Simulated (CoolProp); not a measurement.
Values from CoolProp's reference Helmholtz-energy equation of state, Span 2000.

Q: For nitrogen, give the phase and the density (kg/m³), cv (kJ/(kg K)), expansivity (1/kK), viscosity (µPa s) at 101.5 K and 41.3 bar.

A: 
- 101.5 K and 41.3 bar: liquid; density 700, cv 0.983, expansivity 7.98, viscosity 79.4

Viscosity comes from a separate model (Lemmon 2004).
